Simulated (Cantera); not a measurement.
# B₂H₆ + N₂ + H₂ + H₂O (boron, boron nitride and boron oxide)

Feed: 1 mol B₂H₆, a varied amount of N₂, 1.1 mol H₂, 0.088 mol H₂O, at 1075 K and 1.00 bar.

These are equilibrium values from Cantera (NASA tables, ideal gas, pure condensed phases), not measurements of a reactor. Candidate condensed phases: B, BN, B₂O₃, B₃O₃H₃, H₂O; 39 gas species. The feed counts by its element totals alone. N₂ is the only nitrogen source here; it is nearly inert below about 1500 K, so the nitride shown seldom forms there in practice. Mutual solubility and eutectic melting of coexisting phases are not modelled. Gases not in the tables: H₃BO₃. Equilibrium is a limit: real reactors are often held back by kinetics, nucleation or transport.

```
n(N₂) (mol)   x N₂   x H₂     x H₂O     x NH₃   x HBO₂  n BN(s)  n B₂O₃(l)
-----------  -----  -----  --------  --------  -------  -------  ---------
1.5          0.111  0.885   0.00400  0.000101  7.11e-6     1.95     0.0230
4.8          0.477  0.519   0.00382   9.45e-5  6.95e-6     1.96     0.0190
8.2          0.633  0.364   0.00294   6.40e-5  6.10e-6     1.96     0.0180
12           0.725  0.273   0.00231   4.44e-5  5.40e-6     1.96     0.0175
15           0.770  0.228   0.00197   3.50e-5  4.99e-6     1.97     0.0173
18           0.803  0.196   0.00171   2.84e-5  4.65e-6     1.97     0.0171
22           0.834  0.165   0.00146   2.23e-5  4.29e-6     1.97     0.0169
25           0.852  0.147   0.00131   1.91e-5  4.07e-6     1.97     0.0169
28           0.866  0.133   0.00119   1.65e-5  3.88e-6     1.97     0.0168
32           0.881  0.118   0.00106   1.39e-5  3.67e-6     1.97     0.0167
35           0.890  0.109  0.000984   1.24e-5  3.53e-6     1.97     0.0167
```
x: gas mole fraction; n: condensed amount in mol.

From 1.5 mol N₂ to 35 mol N₂ the condensed part is BN(s) + B₂O₃(l).
